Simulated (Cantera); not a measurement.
A perfectly stirred reactor is fed with 6.02 % C₂H₄, 18.8 % O₂, 71.1 % N₂, 4.10 % H₂O, equivalence ratio 0.96, at 52000 Pa; it is adiabatic with a 800 K inlet, and is followed from long to short residence time, starting on the burning branch (τ in s: 0.025, 0.011, 0.0052, 0.0024, 0.0011, 0.00049, 0.00022, 0.0001, 4.6e-05, 2.1e-05, 9.4e-06).

Computed with Cantera and GRI-Mech 3.0 (53 species, 325 reactions). GRI-Mech 3.0 was tuned for natural gas; its chemistry of ethylene as a main component is partial and can be far from experiment.

Q: Predict: blow-out, bracketed by the residence times tried; x(C₂H₄) at τ = 25.0 ms; x(O₂) at τ = 25.0 ms; x(H₂O) at τ = 25.0 ms; x(HO₂) at τ = 25.0 ms; x(CH₂O) at τ = 25.0 ms; x(C₂H₄) at τ = 0.490 ms; x(O₂) at τ = 0.490 ms; x(H₂O) at τ = 0.490 ms; x(HO₂) at τ = 0.490 ms; x(CH₂O) at τ = 0.490 ms.

A: 
| Property | Value |
|---|---|
| blow-out, bracketed by the residence times tried | burning at 46.0 µs, out at 21.0 µs |
| x(C₂H₄) at τ = 25.0 ms | 2.40e-6 |
| x(O₂) at τ = 25.0 ms | 0.0214 |
| x(H₂O) at τ = 25.0 ms | 0.142 |
| x(HO₂) at τ = 25.0 ms | 2.21e-6 |
| x(CH₂O) at τ = 25.0 ms | 3.72e-7 |
| x(C₂H₄) at τ = 0.490 ms | 6.84e-5 |
| x(O₂) at τ = 0.490 ms | 0.0337 |
| x(H₂O) at τ = 0.490 ms | 0.124 |
| x(HO₂) at τ = 0.490 ms | 4.33e-6 |
| x(CH₂O) at τ = 0.490 ms | 7.96e-6 |
